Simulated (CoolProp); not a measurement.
Methanol along the isotherm 184.75 °C: Z from the reference equation and from simpler models built on Tc = 240.2 °C, pc = 8.216 MPa, ω = 0.565; each cubic takes its own stable root.

The numbers come from the reference Helmholtz-energy equation of state, de Reuck 1993 in CoolProp.

```tsv
p (MPa)	phase	reference
2.74	gas	0.7248
5.48	liquid	0.07734
8.22	liquid	0.1139
11	liquid	0.1502
13.7	liquid	0.1846
16.4	liquid	0.2185
19.2	liquid	0.2530
21.9	liquid	0.2859
24.6	liquid	0.3184
27.4	liquid	0.3517
30.1	liquid	0.3834
32.9	liquid	0.4160
35.6	liquid	0.4472
38.3	liquid	0.4781
41.1	liquid	0.5099
```

Task: How far does each simpler model (van der Waals, Redlich-Kwong, Soave-Redlich-Kwong, Peng-Robinson) lie from the reference over these 15 states: mean and median of the absolute difference, and the worst?

Result: 
- van der Waals: mean 89.2 %, median 91.2 %, worst +113.0 % at 184.75 °C and 5.48 MPa
- Redlich-Kwong: mean 43.5 %, median 44.1 %, worst +55.2 % at 184.75 °C and 5.48 MPa
- Soave-Redlich-Kwong: mean 35.9 %, median 37.5 %, worst +39.9 % at 184.75 °C and 5.48 MPa
- Peng-Robinson: mean 21.5 %, median 22.3 %, worst +23.5 % at 184.75 °C and 5.48 MPa
